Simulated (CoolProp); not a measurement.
Vapour-liquid equilibrium of CF4 (R14) (1) + R13 (2) at -106.05 °C; x and y are mole fractions of (1).

Values from CoolProp's multi-fluid Helmholtz-energy mixture model, Platzer 1990 and Platzer 1990; pair parameters Bell 2016. This equation is an older, rougher fit; its heat capacities, sound speeds and derivatives of the liquid may be far off and weren't checked against measurements.

Q: Give the bubble pressure and the first vapour's composition at x = 0.125, 0.5, 0.875. Is there an azeotrope?

A: x = 0.125: 0.08359 MPa, y = 0.764; x = 0.5: 0.2204 MPa, y = 0.939; x = 0.875: 0.3362 MPa, y = 0.986. No azeotrope shows between x = 0.05 and 0.95.

Pair parameters are fitted to limited data, so mixtures are less certain than the pure fluids.
